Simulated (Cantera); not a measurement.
Input: 1 mol HBr, 5.5 mol H2, 0.43 mol O2, at 952 °C and 0.285 Torr.

These are equilibrium values from Cantera (NASA tables, ideal gas, pure condensed phases), not measurements of a reactor. The numbers say what is thermodynamically allowed, not how fast it happens.

```json
[
 {"species": "H2", "before": "0.714", "after": "0.661"},
 {"species": "H2O", "before": "0.132", "after": "0.119"},
 {"species": "Br", "before": "0.00104", "after": "0.103"},
 {"species": "HBr", "before": "0.153", "after": "0.0371"},
 {"species": "H", "before": "1.35e-5", "after": "0.0792"},
 {"species": "O", "before": "<1e-9", "after": "0.000129"},
 {"species": "OH", "before": "2.28e-8", "after": "0.00148"}
]
```
Gas species are given as mole fractions.

Problem. Which change was made?
A. pressure from 0.285 Torr to 0.563 Torr
B. O2 from 0.43 to 0.27 mol
C. temperature from 952 °C to 1750 °C
D. O2 from 0.43 to 0.99 mol

Solution. C, temperature from 952 °C to 1750 °C
